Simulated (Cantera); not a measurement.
A Cantera script and what it prints.

```python
import numpy as np
import cantera as ct

gas_names = """
    H H2 N NH NH2 NH3 N2 N2H2 N2H4 Si SiH SiH2 SiH3 SiH4 SiN Si2 Si2N Si3
""".split()
cond_names = """
    Si(cr) Si(L) Si3N4(a)
""".split()


# ... load() reads the species with a 1 bar reference pressure and builds the phases ...
atoms = {
    'trisilylamine': {'Si': 3, 'N': 1, 'H': 9},
    'N2': {'N': 2},
    'H2': {'H': 2},
}
top_T = {'Si3N4(a)': 2400}  # K; cautious upper limits of use, not melting points


# ... equilibrate(T, P, feed) seeds the gas with the atoms and calls Mixture.equilibrate('TP', solver="vcs", rtol=1e-11, max_steps=5000) ...
results = []
feed = {'trisilylamine': 1, 'N2': 90, 'H2': 1.6}  # mol
T = 1498.15  # K
P = 1333.22  # Pa
mix = equilibrate(T, P, feed)
results.append((T, P, feed, dict(zip(mix.species_names, mix.species_moles))))
print(gas.report(threshold=0.0001))
for i in range(1, mix.n_phases):
    print(f"{mix.phase(i).name:16s} {mix.phase_moles(i):12.5e} mol")
```

Output:

```
       temperature   1498.2 K
          pressure   1333.2 Pa
           density   0.0028189 kg/m^3
  mean mol. weight   26.337 kg/kmol
   phase of matter   gas

                          1 kg             1 kmol
                     ---------------   ---------------
          enthalpy        1.4497e+06        3.8181e+07  J
   internal energy        9.7676e+05        2.5725e+07  J
           entropy             10466        2.7564e+05  J/K
    Gibbs function        -1.423e+07       -3.7477e+08  J
 heat capacity c_p            1313.9             34605  J/K
 heat capacity c_v            998.22             26290  J/K

                      mass frac. Y      mole frac. X     chem. pot. / RT
                     ---------------   ---------------   ---------------
                H2         0.0049343          0.064462           -25.658
                N2           0.99506            0.9355           -30.392
     [  +16 minor]        1.4853e-06        3.7892e-05

Si(cr)            0.00000e+00 mol
Si3N4(a)          9.99999e-01 mol
```

These are equilibrium values from Cantera (NASA tables, ideal gas, pure condensed phases), not measurements of a reactor. The feed counts by its element totals alone.
